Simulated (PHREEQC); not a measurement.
A made-up water analysis in mmol/kgw, 80 °C, pH 6.19, pe 8.8: Na 0.000794; K 2.33e-05; Ca 0.00101; Mg 0.00115; Cl 0.00135; S(6) 0.00161; Alkalinity (meq/kgw) 0.000514; B 7.33e-07.

Valence states are taken as typed.

Computed with PHREEQC (ion-association model, phreeqc.dat).

This is a speciation only: nothing precipitates in the calculation.

Problem. Predict the charge-balance error.

Solution. charge-balance error 0.5 %.

Problem. In which forms is C present?

Solution. CO2 58 %, HCO3- 42 % of the C.

Away from 25 °C the constants follow the database's enthalpies or fits; those with neither stay at their 25 °C values.
